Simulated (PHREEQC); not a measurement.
A made-up water analysis in mg/kgw, 25 °C, pH 6.4, pe 9.1:

```
constituent           mg/kgw
------------------  --------
Na                      1.11
K                      0.189
Ca                      5.16
Mg                     0.427
Cl                      2.53
S(6) as SO4            0.657
Alkalinity as HCO3      16.1
B                   0.000825
Br                    0.0822
Cd                     0.012
Si as SiO2            0.0178
```

Valence states are taken as typed.

Equilibrium calculation in PHREEQC: ion-association model, phreeqc.dat.

Each row changes one thing in this solution. No solid was allowed to form.

```json
[
 {"case": "as made", "HCO3- (mol/kgw)": "0.000264", "CO2 (mol/kgw)": "0.000230", "CaHCO3+ (mol/kgw)": "3.90e-7", "CaSO4 (mol/kgw)": "1.25e-7", "MgHCO3+ (mol/kgw)": "4.88e-8", "CO3-2 (mol/kgw)": "3.35e-8", "SI of Otavite (CdCO3)": "-2.44", "SI of Quartz (SiO2)": "-2.55"},
 {"case": "pH from 6.4 to 7.4 at the same alkalinity", "HCO3- (mol/kgw)": "0.000262", "CO2 (mol/kgw)": "2.29e-5", "CaHCO3+ (mol/kgw)": "3.88e-7", "CaSO4 (mol/kgw)": "1.25e-7", "MgHCO3+ (mol/kgw)": "4.86e-8", "CO3-2 (mol/kgw)": "3.33e-7", "SI of Otavite (CdCO3)": "___", "SI of Quartz (SiO2)": "-2.55"},
 {"case": "temperature from 25 to 90 °C at the same typed pH", "HCO3- (mol/kgw)": "0.000262", "CO2 (mol/kgw)": "0.000242", "CaHCO3+ (mol/kgw)": "6.09e-7", "CaSO4 (mol/kgw)": "1.77e-7", "MgHCO3+ (mol/kgw)": "8.82e-8", "CO3-2 (mol/kgw)": "5.26e-8", "SI of Otavite (CdCO3)": "___", "SI of Quartz (SiO2)": "-3.33"},
 {"case": "Mg from 0.427 to 0.213 mg/kgw", "HCO3- (mol/kgw)": "0.000264", "CO2 (mol/kgw)": "0.000230", "CaHCO3+ (mol/kgw)": "3.91e-7", "CaSO4 (mol/kgw)": "1.25e-7", "MgHCO3+ (mol/kgw)": "___", "CO3-2 (mol/kgw)": "3.35e-8", "SI of Otavite (CdCO3)": "-2.44", "SI of Quartz (SiO2)": "-2.55"},
 {"case": "all concentrations times 2 at the same typed pH", "HCO3- (mol/kgw)": "___", "CO2 (mol/kgw)": "0.000455", "CaHCO3+ (mol/kgw)": "1.49e-6", "CaSO4 (mol/kgw)": "4.48e-7", "MgHCO3+ (mol/kgw)": "1.87e-7", "CO3-2 (mol/kgw)": "6.89e-8", "SI of Otavite (CdCO3)": "-1.87", "SI of Quartz (SiO2)": "-2.25"}
]
```

Q: Some entries are withheld; supply them.

A: 
- pH from 6.4 to 7.4 at the same alkalinity, SI of Otavite (CdCO3): -1.44
- temperature from 25 to 90 °C at the same typed pH, SI of Otavite (CdCO3): -2.26
- Mg from 0.427 to 0.213 mg/kgw, MgHCO3+ (mol/kgw): 2.44e-8
- all concentrations times 2 at the same typed pH, HCO3- (mol/kgw): 0.000526

At this temperature some constants are extrapolated from 25 °C, and those without enthalpy data are left unchanged.
